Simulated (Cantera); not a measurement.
A Cantera script and its output.

```python
import numpy as np
import cantera as ct

gas = ct.Solution("gri30.yaml")
gas.TPX = 1250, 13332, {'CH4': 1, 'N2': 38, 'H2O': 0.38}
reactor = ct.IdealGasConstPressureReactor(gas, energy="off", clone=False)
net = ct.ReactorNet([reactor])
net.rtol, net.atol = 1e-08, 1e-18
show = ['CH4', 'CH3', 'C2H4', 'C2H', 'C2H6', 'CH2', 'C2H2']
times = np.geomspace(2e-06, 300, 15)

steps = ct.SolutionArray(gas, extra=["t"])
rows = []
print(f"{'t/s':>10s}{'T/K':>9s}{'P/Pa':>11s}" + "".join(f"{s:>11s}" for s in show))
for t in times:
    while net.time < t:
        t_next = net.step()
        steps.append(gas.state, t=t_next)
    rows.append([np.interp(t, steps.t, y) for y in (steps.T, steps.P, *steps(*show).X.T)])
    print(f"{t:10.3e}{rows[-1][0]:9.1f}{rows[-1][1]:11.4g}" + "".join(f"{x:11.3e}" for x in rows[-1][2:]))
rate = np.gradient(steps.T, steps.t)
print("integrator steps:", len(steps.t))
if steps.T.max() > steps.T[0] + 200:
    print(f"time of steepest temperature rise: {steps.t[rate.argmax()]:.4e} s")
gas.TPX = 1250, 13332, {'CH4': 1, 'N2': 38, 'H2O': 0.38}
gas.equilibrate("TP")
print(f"equilibrium (TP): T = {gas.T:.1f} K  " + "  ".join(f"{s} {gas[s].X[0]:.3e}" for s in show))
```

Result:

```
       t/s      T/K       P/Pa        CH4        CH3       C2H4        C2H       C2H6        CH2       C2H2
 2.000e-06   1250.0  1.333e+04  2.539e-02  4.711e-12  1.851e-24  2.602e-46  3.708e-23  9.664e-24  2.398e-32
 7.674e-06   1250.0  1.333e+04  2.539e-02  1.937e-11  4.962e-23  3.031e-43  2.245e-21  5.120e-22  2.362e-30
 2.945e-05   1250.0  1.333e+04  2.539e-02  8.931e-11  3.539e-21  5.193e-40  1.718e-19  2.647e-20  4.933e-28
 1.130e-04   1250.0  1.333e+04  2.539e-02  4.409e-10  7.274e-19  1.458e-36  1.599e-17  7.875e-19  3.585e-25
 4.336e-04   1250.0  1.333e+04  2.539e-02  1.906e-09  9.844e-17  1.405e-33  1.229e-15  8.545e-18  2.083e-22
 1.664e-03   1250.0  1.333e+04  2.539e-02  7.541e-09  7.333e-15  6.850e-31  7.603e-14  8.334e-17  6.467e-20
 6.384e-03   1250.0  1.333e+04  2.539e-02  2.916e-08  4.488e-13  3.745e-28  4.421e-12  1.031e-15  1.578e-17
 2.449e-02   1250.0  1.333e+04  2.539e-02  1.116e-07  2.552e-11  2.577e-25  2.465e-10  1.423e-14  3.552e-15
 9.399e-02   1250.0  1.333e+04  2.539e-02  4.052e-07  1.354e-09  2.029e-22  1.264e-08  1.843e-13  8.235e-13
 3.607e-01   1250.0  1.333e+04  2.539e-02  9.750e-07  4.203e-08  8.290e-20  3.375e-07  1.062e-12  1.419e-10
 1.384e+00   1250.0  1.333e+04  2.539e-02  1.537e-06  5.249e-07  8.651e-18  2.341e-06  2.633e-12  9.420e-09
 5.310e+00   1250.0  1.333e+04  2.536e-02  2.604e-06  6.281e-06  8.565e-16  9.136e-06  7.546e-12  5.499e-07
 2.038e+01   1250.0  1.333e+04  2.521e-02  3.536e-06  4.770e-05  5.270e-14  1.799e-05  1.399e-11  2.473e-05
 7.818e+01   1250.0  1.333e+04  2.459e-02  3.281e-06  7.988e-05  5.961e-13  1.535e-05  1.279e-11  2.947e-04
 3.000e+02   1250.0  1.333e+04  2.271e-02  2.608e-06  5.879e-05  2.138e-12  9.347e-06  9.757e-12  1.234e-03
integrator steps: 878
equilibrium (TP): T = 1250.0 K  CH4 1.032e-03  CH3 1.200e-07  C2H4 3.993e-05  C2H 1.870e-12  C2H6 2.240e-08  CH2 4.014e-13  C2H2 1.071e-03
```

Model: GRI-Mech 3.0 (53 species, 325 reactions), integrated in Cantera. GRI-Mech 3.0 stops at C3 and has no aromatics, soot or wall deposition, so with more carbon than oxygen in the feed, carbon stays in small species such as C2H2 where larger ones or solid carbon would form.
